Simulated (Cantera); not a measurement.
A closed system holds: 1 mol PH₃, 1.1 mol O₂, at 1550 K and 1.50 bar.

Equilibrium computed with Cantera from the NASA thermochemical tables; the gas is ideal and each condensed phase is pure. Candidate condensed phases: H₂O, P, P₄O₁₀; 17 gas species. Gases not in the tables: HPO₂, HPO₃ and P₄O₆. The numbers say what is thermodynamically allowed, not how fast it happens.

Base state: H₂O 0.456, H₂ 0.321, P₂ 0.0954, P₄O₁₀ 0.0574, PO₂ 0.0479, PO 0.0134, P₄ 0.00903, PH₃ 4.82e-5 (mole fractions); condensed: gas only.

Question: What changes in the equilibrium state with this change: O₂ from 1.1 to 2.3 mol?

Answer: 
```json
[
 {"species": "H₂O", "before": "0.456", "after": "0.731"},
 {"species": "O₂", "before": "<1e-9", "after": "0.146"},
 {"species": "P₄O₁₀", "before": "0.0574", "after": "0.122"},
 {"species": "H₂", "before": "0.321", "after": "5.64e-6"},
 {"species": "P₂", "before": "0.0954", "after": "<1e-9"},
 {"species": "PO", "before": "0.0134", "after": "<1e-9"},
 {"species": "PO₂", "before": "0.0479", "after": "0.000191"},
 {"species": "P₄", "before": "0.00903", "after": "<1e-9"},
 {"species": "PH₃", "before": "4.82e-5", "after": "<1e-9"},
 {"species": "OH", "before": "6.96e-7", "after": "0.000266"}
]
```
